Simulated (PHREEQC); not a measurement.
Make-up at 66 °C: 0.037 mol/kgw CdSO4 and 0.00035 mol/kgw NaCl. Closed to the air; pH follows from the charge balance.

Model: ion-association model, phreeqc.dat, run in PHREEQC.

Each row changes one thing in this solution. No solid was allowed to form.

```csv
case,pH,ionic strength (mol/kgw),Na+ (mol/kgw)
as made,5.71,0.0759,0.000337
NaCl replaced by Na2SO4 at the same molality,5.71,0.0763,0.000673
CdSO4 left out,6.44,0.000350,0.000350
temperature from 66 to 50 °C,5.86,0.0763,0.000337
CdSO4 from 0.037 to 0.0185 mol/kgw,5.77,0.0419,0.000340
NaCl from 0.00035 to 0.00175 mol/kgw,5.71,0.0770,0.00168
```

Complexes and solids missing from the database can't appear. At this temperature some constants are extrapolated from 25 °C, and those without enthalpy data are left unchanged.
